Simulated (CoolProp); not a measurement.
Vapour-liquid equilibrium of R22 (1) + benzene (2) at 319 K; x and y are mole fractions of (1).

The numbers come from the multi-fluid Helmholtz-energy mixture model, Kamei 1995 and Thol 2012; pair parameters Bell 2016 in CoolProp.

```json
[
 {"x": "0.05", "bubble pressure, mixture model (bar)": "1.280", "bubble pressure, Raoult's law (bar)": "1.175", "y, mixture model": "0.762", "y, Raoult's law": "0.751"},
 {"x": "0.2", "bubble pressure, mixture model (bar)": "3.752", "bubble pressure, Raoult's law (bar)": "3.775", "y, mixture model": "0.923", "y, Raoult's law": "0.935"},
 {"x": "0.35", "bubble pressure, mixture model (bar)": "5.972", "bubble pressure, Raoult's law (bar)": "6.375", "y, mixture model": "0.956", "y, Raoult's law": "0.969"},
 {"x": "0.5", "bubble pressure, mixture model (bar)": "8.249", "bubble pressure, Raoult's law (bar)": "8.975", "y, mixture model": "0.972", "y, Raoult's law": "0.983"},
 {"x": "0.65", "bubble pressure, mixture model (bar)": "10.73", "bubble pressure, Raoult's law (bar)": "11.58", "y, mixture model": "0.983", "y, Raoult's law": "0.991"},
 {"x": "0.8", "bubble pressure, mixture model (bar)": "13.46", "bubble pressure, Raoult's law (bar)": "14.18", "y, mixture model": "0.991", "y, Raoult's law": "0.996"},
 {"x": "0.95", "bubble pressure, mixture model (bar)": "16.50", "bubble pressure, Raoult's law (bar)": "16.78", "y, mixture model": "0.998", "y, Raoult's law": "0.999"}
]
```

The largest gap from Raoult's law is +8.9 % in bubble pressure, at x = 0.05. No azeotrope shows between x = 0.05 and 0.95.

Pair parameters are fitted to limited data, so mixtures are less certain than the pure fluids. The gap from Raoult's law changes sign with composition, which may be real or a fault of the pair parameters; it wasn't checked against measurements.
